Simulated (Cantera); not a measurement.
Standard-state values (1 bar) from the NASA 1993 polynomials, evaluated with Cantera. Values are per mole of reaction as written; species without (g) are pure solids or liquids, kept so even where they would boil at 1 bar.

3 H₂O(g) + 3 O₃(g) + 2 Cr₂N → 2 NH₃(g) + 4 CrO₃(g)

```
T (K)  ΔH° (kJ)  ΔS° (J/K)  ΔG° (kJ)  log10 K
-----  --------  ---------  --------  -------
300         [?]        [?]       [?]      [?]
1375        [?]        [?]       [?]      [?]
1425     -764.1      -34.1    -715.6    26.23
1475        [?]        [?]       [?]      [?]
1525        [?]        [?]       [?]      [?]
1575     -774.8      -41.1    -710.0    23.55
```

Task: Some entries are withheld; supply them.

Result: 
- 300, ΔH° (kJ): -712.4
- 300, ΔS° (J/K): 36.6
- 300, ΔG° (kJ): -723.3
- 300, log10 K: 125.94
- 1375, ΔH° (kJ): -761.0
- 1375, ΔS° (J/K): -31.8
- 1375, ΔG° (kJ): -717.3
- 1375, log10 K: 27.25
- 1475, ΔH° (kJ): -767.5
- 1475, ΔS° (J/K): -36.4
- 1475, ΔG° (kJ): -713.9
- 1475, log10 K: 25.28
- 1525, ΔH° (kJ): -771.0
- 1525, ΔS° (J/K): -38.7
- 1525, ΔG° (kJ): -712.0
- 1525, log10 K: 24.39
